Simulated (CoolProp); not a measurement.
Saturated liquid density (kg/m³) of methanol: the reference equation beside estimates from Tc = 513.4 K, pc = 8.216 MPa, ω = 0.565. Rackett uses Z = 0.29056 − 0.08775 ω.

Values from CoolProp's reference Helmholtz-energy equation of state, de Reuck 1993.

```tsv
T (K)	reference	Rackett	van der Waals	Redlich-Kwong	Soave-Redlich-Kwong	Peng-Robinson
396	683.7	650.9	328.5	468.2	515.6	584.0
405.5	671.3	636.6	321.7	456.1	503.5	570.6
415.1	658.1	621.5	314.5	443.2	490.3	555.9
424.6	644.0	605.9	307.1	429.7	476.3	540.2
434.1	628.9	589.5	299.2	415.5	461.2	523.2
443.7	612.2	572.0	290.7	400.2	444.6	504.3
453.2	594.2	553.4	281.6	384.0	426.6	483.8
462.7	574.2	533.4	271.9	366.5	406.8	461.0
472.3	551.4	511.0	261.0	347.1	384.4	435.1
481.8	525.0	486.1	248.9	325.8	359.2	405.7
```

Absolute difference from the reference over all 10 rows, mean and median: Rackett 6.3 and 6.4 %, van der Waals 52.4 and 52.5 %, Redlich-Kwong 34.5 and 34.3 %, Soave-Redlich-Kwong 27.4 and 27.0 %, Peng-Robinson 17.8 and 17.2 %.
